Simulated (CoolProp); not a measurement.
Vapour-liquid equilibrium of R1234yf (1) + R152A (2) at 245.3 K; x and y are mole fractions of (1).

Model: multi-fluid Helmholtz-energy mixture model, Lemmon 2022 and Outcalt 1996; pair parameters Bell 2023, in CoolProp.

```csv
x,"bubble pressure, mixture model (MPa)","bubble pressure, Raoult's law (MPa)","y, mixture model","y, Raoult's law"
0.05,0.08871,0.08644,…,0.063
0.15,…,0.08878,0.219,0.184
0.25,0.09835,0.09113,0.327,0.298
0.35,0.1015,0.09347,0.421,0.407
0.45,0.1039,0.09581,0.507,0.510
0.55,…,0.09815,…,0.609
0.65,0.1071,0.1005,0.675,0.703
0.75,0.1080,0.1028,0.763,0.793
0.85,…,0.1052,0.854,0.878
0.95,…,0.1075,0.950,0.960
```

Q: Complete the blanks.

A: 
- 0.05, y, mixture model: 0.084
- 0.15, bubble pressure, mixture model (MPa): 0.09421
- 0.55, bubble pressure, mixture model (MPa): 0.1058
- 0.55, y, mixture model: 0.591
- 0.85, bubble pressure, mixture model (MPa): 0.1085
- 0.95, bubble pressure, mixture model (MPa): 0.1087

The largest gap from Raoult's law is +8.6 % in bubble pressure, at x = 0.35. No azeotrope shows between x = 0.05 and 0.95.

Pair parameters are fitted to limited data, so mixtures are less certain than the pure fluids.
